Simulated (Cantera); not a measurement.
Charge: 1 mol SiC, 0.54 mol O₂, 180 mol N₂, held at 1225 K and 10.0 mbar.

Cantera equilibrium calculation (NASA polynomials, part measured and part estimated; ideal gas, pure solids and liquids). Candidate condensed phases: C, Si, SiC, SiO₂, Si₂N₂O, Si₃N₄; 34 gas species. N₂ is the only nitrogen source here; it is nearly inert below about 1500 K, so the nitride shown seldom forms there in practice. Kinetics and transport are ignored.

What is the equilibrium state?


- x(N₂) = 0.997
- x(CO) = 0.00322
- n(C(graphite)) = 0.420 mol
- n(Si₂N₂O(s)) = 0.500 mol
- gas amount = 180.1 mol
- log10 activity of Si(s) (absent) = -4.87
